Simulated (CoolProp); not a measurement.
Fluorine along the isotherm 151.8 K: fugacity coefficient from the reference equation and from simpler models built on Tc = 144.4 K, pc = 5.240 MPa, ω = 0.045; each cubic takes its own stable root.

Values from CoolProp's reference Helmholtz-energy equation of state, de Reuck 1990.

| p (MPa) | phase | reference | Redlich-Kwong | Peng-Robinson |
|---|---|---|---|---|
| 1.31 | gas | 0.9305 | 0.9274 | 0.9193 |
| 2.62 | gas | 0.8614 | 0.8567 | 0.8422 |
| 3.93 | gas | 0.7927 | 0.7874 | 0.7680 |
| 5.24 | supercritical | 0.7238 | 0.7183 | 0.6957 |
| 6.55 | supercritical | 0.6519 | 0.6469 | 0.6232 |
| 7.86 | supercritical | 0.5789 | 0.5773 | 0.5541 |
| 9.17 | supercritical | 0.5211 | 0.5225 | 0.4994 |
| 10.5 | supercritical | 0.4764 | 0.4797 | 0.4566 |
| 11.8 | supercritical | 0.4423 | 0.4469 | 0.4237 |
| 13.1 | supercritical | 0.4151 | 0.4206 | 0.3972 |
